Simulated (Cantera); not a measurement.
A perfectly stirred reactor is fed with H₂ : O₂ = 0.29 : 1 (molar parts), at 170 Pa; it is held at 925 K, and followed from long to short residence time.

Computed with Cantera and GRI-Mech 3.0 (53 species, 325 reactions). Radical loss at walls, strong at low pressure, is not modelled. Below about 950 K walls govern HO2 and H2O2 in real vessels. The temperature is held fixed by assumption; the heat of reaction is taken as removed at once.

x: mole fraction; the columns are a selection and need not sum to one.

```json
[
 {"τ (s)": "26", "x H₂": "0.000887", "x O₂": "0.745", "x OH": "0.000634", "x HO₂": "2.06e-6", "x H₂O": "0.251"},
 {"τ (s)": "12", "x H₂": "0.00142", "x O₂": "0.744", "x OH": "0.000834", "x HO₂": "2.33e-6", "x H₂O": "0.250"},
 {"τ (s)": "5.2", "x H₂": "0.00234", "x O₂": "0.742", "x OH": "0.00112", "x HO₂": "2.57e-6", "x H₂O": "0.247"},
 {"τ (s)": "2.4", "x H₂": "0.00371", "x O₂": "0.738", "x OH": "0.00148", "x HO₂": "2.72e-6", "x H₂O": "0.243"},
 {"τ (s)": "1.1", "x H₂": "…", "x O₂": "0.733", "x OH": "…", "x HO₂": "2.80e-6", "x H₂O": "0.234"},
 {"τ (s)": "0.48", "x H₂": "0.00936", "x O₂": "0.723", "x OH": "0.00250", "x HO₂": "2.76e-6", "x H₂O": "0.219"},
 {"τ (s)": "0.22", "x H₂": "0.0143", "x O₂": "0.712", "x OH": "0.00306", "x HO₂": "2.62e-6", "x H₂O": "0.198"},
 {"τ (s)": "0.097", "x H₂": "0.0224", "x O₂": "0.702", "x OH": "0.00362", "x HO₂": "2.41e-6", "x H₂O": "0.173"},
 {"τ (s)": "0.044", "x H₂": "…", "x O₂": "0.699", "x OH": "0.00409", "x HO₂": "…", "x H₂O": "…"},
 {"τ (s)": "0.020", "x H₂": "0.0600", "x O₂": "0.705", "x OH": "0.00437", "x HO₂": "2.01e-6", "x H₂O": "0.123"},
 {"τ (s)": "0.0089", "x H₂": "0.104", "x O₂": "0.722", "x OH": "0.00406", "x HO₂": "1.71e-6", "x H₂O": "0.0869"}
]
```

**Question.** Fill in the missing entries.

**Answer.** 
- 1.1, x H₂: 0.00585
- 1.1, x OH: 0.00193
- 0.044, x H₂: 0.0358
- 0.044, x HO₂: 2.21e-6
- 0.044, x H₂O: 0.149
